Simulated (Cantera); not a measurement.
An adiabatic, constant-volume homogeneous reactor starts with CH4 : C2H6 : C3H8 : O2 : N2 = 1 : 0.14 : 0.1 : 3.08 : 11.6 (molar parts), at 1575 K and 413 Torr. Integrator tolerance rtol = 1e-08.

Detailed kinetics in Cantera: GRI-Mech 3.0 (53 species, 325 reactions).

Q: What does this change do: initial temperature 1575 to 1250 K?

A: 
| quantity | before | after |
|---|---|---|
| time of steepest temperature rise | 0.110 ms | 2.56 ms |
| temperature at 4.00 s | 2864 K | 2786 K |
| equilibrium temperature | 2864 K | 2786 K |
| x(CH4) at 4.00 s | <1e-12 (gas-phase equilibrium <1e-12) | <1e-12 (gas-phase equilibrium <1e-12) |
| x(C2H6) at 4.00 s | <1e-12 (gas-phase equilibrium <1e-12) | <1e-12 (gas-phase equilibrium <1e-12) |
| x(C3H8) at 4.00 s | <1e-12 (gas-phase equilibrium <1e-12) | <1e-12 (gas-phase equilibrium <1e-12) |
| x(C2H) at 4.00 s | <1e-12 (gas-phase equilibrium <1e-12) | <1e-12 (gas-phase equilibrium <1e-12) |
| x(O2) at 4.00 s | 0.0260 (gas-phase equilibrium 0.0260) | 0.0230 (gas-phase equilibrium 0.0230) |
| x(H2O2) at 4.00 s | 2.91e-7 (gas-phase equilibrium 2.91e-7) | 2.89e-7 (gas-phase equilibrium 2.89e-7) |
| x(H) at 4.00 s | 0.0143 (gas-phase equilibrium 0.0143) | 0.00884 (gas-phase equilibrium 0.00884) |

Q: What does this change do: constant pressure in place of constant volume?

A: 
```tsv
quantity	before	after
time of steepest temperature rise	0.110 ms	0.125 ms
temperature at 4.00 s	2864 K	2714 K
equilibrium temperature	2864 K	2714 K
x(CH4) at 4.00 s	<1e-12 (gas-phase equilibrium <1e-12)	<1e-12 (gas-phase equilibrium <1e-12)
x(C2H6) at 4.00 s	<1e-12 (gas-phase equilibrium <1e-12)	<1e-12 (gas-phase equilibrium <1e-12)
x(C3H8) at 4.00 s	<1e-12 (gas-phase equilibrium <1e-12)	<1e-12 (gas-phase equilibrium <1e-12)
x(C2H) at 4.00 s	<1e-12 (gas-phase equilibrium <1e-12)	<1e-12 (gas-phase equilibrium <1e-12)
x(O2) at 4.00 s	0.0260 (gas-phase equilibrium 0.0260)	0.0246 (gas-phase equilibrium 0.0246)
x(H2O2) at 4.00 s	2.91e-7 (gas-phase equilibrium 2.91e-7)	1.67e-7 (gas-phase equilibrium 1.67e-7)
x(H) at 4.00 s	0.0143 (gas-phase equilibrium 0.0143)	0.0108 (gas-phase equilibrium 0.0108)
```
